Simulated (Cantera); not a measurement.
Charge: 1 mol SiCl₄, 1.4 mol HCl, a varied amount of H₂, 1 mol Cl₂, held at 1050 °C and 0.280 bar.

These are equilibrium values from Cantera (NASA tables, ideal gas, pure condensed phases), not measurements of a reactor. Candidate condensed phases: Si; 19 gas species. The tables' values for SiCl₃ are old estimates; treat these amounts as uncertain. Rates play no part.

x: gas mole fraction; nothing condenses.

| n(H₂) (mol) | x HCl | x SiCl₄ | x Cl₂ | x H₂ | x Cl |
|---|---|---|---|---|---|
| 0.24 | 0.513 | 0.273 | 0.201 | 1.01e-8 | 0.0129 |
| 0.3 | 0.537 | 0.269 | 0.182 | 1.22e-8 | 0.0122 |
| 0.37 | 0.564 | 0.264 | (withheld) | (withheld) | 0.0115 |
| 0.45 | 0.594 | 0.258 | 0.137 | 1.98e-8 | 0.0106 |
| 0.56 | 0.633 | 0.251 | 0.106 | 2.91e-8 | 0.00933 |
| 0.7 | 0.680 | 0.243 | 0.0691 | 5.14e-8 | 0.00754 |
| 0.87 | 0.734 | 0.234 | 0.0280 | 1.48e-7 | 0.00480 |
| 1.1 | 0.757 | 0.220 | (withheld) | (withheld) | (withheld) |
| 1.3 | 0.726 | 0.209 | 6.61e-8 | 0.0613 | 7.37e-6 |

### Question
What belongs in the gaps?

### Answer

- 0.37, x Cl₂: 0.160
- 0.37, x H₂: 1.52e-8
- 1.1, x Cl₂: 2.09e-7
- 1.1, x H₂: 0.0210
- 1.1, x Cl: 1.31e-5
